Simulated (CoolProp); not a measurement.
A single-stage vapour-compression cycle with R152A: evaporating at 288.15 K (dew point), condensing at 330.15 K (bubble point), superheat 8 K, subcooling 2 K, compressor efficiency 0.7, no pressure losses. Each further row changes one setting.

Model: reference Helmholtz-energy equation of state, Outcalt 1996, in CoolProp. It is a modified Benedict-Webb-Rubin equation, recast in Helmholtz form.

| case | cooling COP | pressure ratio | discharge temperature (K) | refrigerating effect (kJ/kg) | volumetric capacity (kJ/m³) |
|---|---|---|---|---|---|
| as stated | 3.93 | 3.19 | 360.8 | 226 | 2960 |
| evaporating temperature 293.15 K | 4.63 | 2.72 | 357.5 | 229 | 3500 |
| condensing temperature 325.15 K | 4.60 | 2.82 | 353.7 | 236 | 3090 |
| subcooling 7 K | 4.10 | 3.19 | 360.8 | 236 | 3090 |
| superheat 18 K | 3.94 | 3.19 | 371.2 | 238 | 2970 |
| compressor efficiency 0.6 | 3.37 | 3.19 | 367.6 | 226 | 2960 |
